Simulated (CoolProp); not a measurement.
The fluid at 233.41 K and 1.89 MPa is throttled through a valve to 1.28 MPa with no heat exchange. The same conditions are run with several fluids, on thermodynamics alone (safety and materials aside).

Model: reference Helmholtz-energy equation of state of each fluid (R245fa: Akasaka 2015; propylene glycol: Eisenbach 2021; hydrogen sulfide: Lemmon 2006; dimethyl ether: Wu 2011; methanol: de Reuck 1993), in CoolProp.

Task: Rank R245fa, propylene glycol, hydrogen sulfide, dimethyl ether, methanol by final density (kg/m³), highest first.

Result: R245fa (1500), propylene glycol (1080), hydrogen sulfide (913), methanol (848), dimethyl ether (756)
